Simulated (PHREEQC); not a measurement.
# Leach liquor: speciation

Consider water at 25 °C with 0.0072 mol H2SO4, 0.062 mol ZnSO4 and 0.0065 mol Na2SO4 per kg of water. Closed to the air; pH follows from the charge balance.

The numbers come from PHREEQC with the ion-association model, phreeqc.dat.

No solid was allowed to form.

Q: Estimate the pH, ionic strength, density.

A: pH 2.25; ionic strength 0.153 mol/kgw; density 1.008 g/cm³.

Q: In which forms is S present?

A: SO4-2 42 %, ZnSO4 32 %, Zn(SO4)2-2 16 %, HSO4- 9.7 %, NaSO4- 0.8 % of the S.
